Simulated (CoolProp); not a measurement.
Saturated liquid density (kg/m³) of 1-butene: the reference equation beside estimates from Tc = 419.3 K, pc = 40.06 bar, ω = 0.192. Rackett uses Z = 0.29056 − 0.08775 ω.

Computed with CoolProp (reference Helmholtz-energy equation of state, Lemmon 2005). It is a short technical equation, of lower accuracy than the large ones.

```csv
T (K),reference,Rackett,Redlich-Kwong,Soave-Redlich-Kwong,Peng-Robinson
249.2,645.5,641.0,587.6,599.3,676.4
258.1,635.6,631.3,577.6,590.1,666.5
266.9,625.6,621.5,567.3,580.6,656.2
275.8,615.2,611.3,556.5,570.4,645.2
284.7,604.7,600.8,545.2,559.8,633.6
293.5,594.0,590.1,533.5,548.7,621.4
302.4,582.8,579.0,521.1,536.9,608.3
311.3,571.3,567.4,508.2,524.4,594.5
320.2,559.3,555.5,494.5,511.1,579.7
329,546.9,543.1,480.4,497.1,564.0
337.9,533.9,530.0,465.2,482.1,547.1
346.8,520.0,516.2,449.1,465.9,528.8
355.7,505.3,501.5,432.0,448.5,508.9
364.5,489.7,486.0,413.8,429.9,487.5
373.4,472.5,468.9,393.9,409.2,463.6
```

Absolute difference from the reference over all 15 rows, mean and median: Rackett 0.7 and 0.7 %, Redlich-Kwong 11.7 and 11.0 %, Soave-Redlich-Kwong 9.0 and 8.2 %, Peng-Robinson 3.4 and 4.1 %.
